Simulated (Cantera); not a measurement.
Equilibrium for tantalum, niobium, vanadium and zirconium in process gases: V + O2 + N2

Charge: 1 mol V, a varied amount of O2, 8 mol N2, held at 9.80e-6 bar.

Cantera equilibrium calculation (NASA polynomials, part measured and part estimated; ideal gas, pure solids and liquids). Candidate condensed phases: V, VN, VO, V2O3, V2O4, V2O5; 13 gas species. Mutual solubility and eutectic melting of coexisting phases are not modelled. VO: taken at fixed stoichiometry. Condensed phases not in the tables: the oxides between V2O3 and V2O5 other than VO2, V2N, N, O or C dissolved in the metal. The numbers say what is thermodynamically allowed, not how fast it happens.

Stable condensed phases:

```
T in K \ n(O2) in mol
         0.11 0.28 0.44  0.6 0.76 0.92  1.1  1.2  1.4  1.6  1.7
   2575     A    A    A    A    A    A    A    A    A    A    A
   2500     A    A    A    A    A    A    A    A    A    A    A
   2425     A    A    A    A    A    A    A    A    A    A    A
   2350     A    A    A    A    A    A    A    A    A    A    A
   2275     A    A    A    A    A    A    A    A    A    A    A
   2200     A    A    A    A    A    A    A    A    A    A    A
   2125     A    A    A    A    A    A    A    A    A    A    A
   2050     A    A    A    A    A    A    A    A    A    A    A
   1975     A    A    A    A    A    A    A    A    A    A    A
   1900     B    C    D    D    D    A    A    A    A    A    A
   1825     C    C    C    D    D    E    A    A    A    A    A
   1750     C    C    C    F    F    E    A    A    A    A    A
```

A: gas only; B: V; C: V + VO; D: VO; E: V2O3; F: VO + V2O3.
